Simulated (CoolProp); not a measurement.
Vapour-liquid equilibrium of m-xylene (1) + n-decane (2) at 555.3 K; x and y are mole fractions of (1).

Values from CoolProp's multi-fluid Helmholtz-energy mixture model, Zhou 2012 and Lemmon 2006; pair parameters Bell 2016.

```tsv
x	bubble pressure (kPa)	y at the bubble point	dew pressure at overall composition x (kPa)	liquid density (mol/L)
0.05	894.3	0.074	882.7	3.436
0.2	998.3	0.273	958.1	3.647
0.35	1103	0.444	1043	3.886
0.5	1209	0.596	1140	4.158
0.65	1319	0.732	1251	4.468
0.8	1433	0.855	1381	4.825
0.95	1553	0.966	1535	5.237
```

No azeotrope shows between x = 0.05 and 0.95.

The pair parameters rest on a limited set of measurements; away from them the model extrapolates.
